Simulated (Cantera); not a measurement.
## Equilibrium for silicon epitaxy and polysilicon growth: SiHCl₃ + Cl₂ + H₂

Charge: 1 mol SiHCl₃, 0.032 mol Cl₂, 130 mol H₂, held at 925 K.

Equilibrium computed with Cantera from the NASA thermochemical tables; the gas is ideal and each condensed phase is pure. Candidate condensed phases: Si; 19 gas species. The tables' values for SiCl₃ are old estimates; treat these amounts as uncertain. Rates play no part.

```
P (Pa)   x H₂    x HCl  x SiHCl₃  x SiCl₄  n Si(s)
------  -----  -------  --------  -------  -------
100     0.984   0.0127  0.000561  0.00200    0.615
300     0.986   0.0102  0.000863  0.00246    0.526
880     0.988  0.00803   0.00123  0.00276    0.445
2600    0.989  0.00621   0.00168  0.00290    0.371
7700    0.990  0.00472   0.00219  0.00287    0.303
23000   0.991  0.00354   0.00275  0.00271    0.239
68000   0.991  0.00263   0.00333  0.00243    0.179
200000  0.991  0.00193   0.00387  0.00208    0.120
```
x: gas mole fraction; n: condensed amount in mol.

From 0.750 Torr to 1500 Torr the condensed part is Si(s). The main Si-bearing gas is SiCl₄ at 0.750 Torr and SiHCl₃ at 1500 Torr. The share of Si in condensed phases is highest at 0.750 Torr (61.5 %) and lowest at 1500 Torr (12.0 %).
